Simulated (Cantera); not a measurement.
Input: 1 mol B2O3, 34 mol HCl, 0.46 mol N2, held at 1.00 Torr.

These are equilibrium values from Cantera (NASA tables, ideal gas, pure condensed phases), not measurements of a reactor. Candidate condensed phases: B, BN, B2O3, B3O3H3, H2O, NH4Cl; 49 gas species. Equilibrium is a limit: real reactors are often held back by kinetics, nucleation or transport. All values below are at 998 K.

Base state: HCl 0.986, N2 0.0133, H2O 8.96e-5, BCl3 5.09e-5, Cl 1.65e-5, H2 1.08e-5, B3O3Cl3 1.06e-5 (mole fractions); condensed: B2O3(l).

Question: What changes in the equilibrium state with this change: 0.024 mol NH3 added?

Answer: 
| species | before | after |
|---|---|---|
| HCl | 0.986 | 0.985 |
| N2 | 0.0133 | 0.0137 |
| H2 | 1.08e-5 | 0.00104 |
| BCl3 | 5.09e-5 | 5.08e-5 |
| Cl | 1.65e-5 | 1.67e-6 |
| H2O | 8.96e-5 | 8.94e-5 |
| B3O3Cl3 | 1.06e-5 | 1.06e-5 |
| B2O3(l), mol | 0.998 | 0.998 |
